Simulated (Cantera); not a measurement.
A perfectly stirred reactor is fed with 28.1 % H₂, 15.1 % O₂, 56.8 % N₂, equivalence ratio 0.93, at 5.10 bar; it is adiabatic with a 525 K inlet, and is followed from long to short residence time, starting on the burning branch (τ in s: 0.079, 0.032, 0.013, 0.0052, 0.0021, 0.00085, 0.00034, 0.00014, 5.6e-05, 2.3e-05).

Computed with Cantera and the H2/O2 subset of GRI-Mech 3.0, which has no nitrogen chemistry. The hydrogen kinetics of GRI-Mech 3.0 are dated; newer H2 mechanisms differ, most at raised pressure.

**Question.** Predict: blow-out, bracketed by the residence times tried; x(H₂) at τ = 79.0 ms; x(O₂) at τ = 79.0 ms; x(H₂O) at τ = 79.0 ms; x(H) at τ = 79.0 ms; x(O) at τ = 79.0 ms; x(H₂) at τ = 0.850 ms; x(O₂) at τ = 0.850 ms; x(H₂O) at τ = 0.850 ms; x(H) at τ = 0.850 ms; x(O) at τ = 0.850 ms.

**Answer.** 
| Quantity | Value |
|---|---|
| blow-out, bracketed by the residence times tried | burning at 23.0 µs, the shortest tried |
| x(H₂) at τ = 79.0 ms | 0.00739 |
| x(O₂) at τ = 79.0 ms | 0.0137 |
| x(H₂O) at τ = 79.0 ms | 0.312 |
| x(H) at τ = 79.0 ms | 0.00100 |
| x(O) at τ = 79.0 ms | 0.000787 |
| x(H₂) at τ = 0.850 ms | 0.0106 |
| x(O₂) at τ = 0.850 ms | 0.0149 |
| x(H₂O) at τ = 0.850 ms | 0.307 |
| x(H) at τ = 0.850 ms | 0.00174 |
| x(O) at τ = 0.850 ms | 0.00113 |
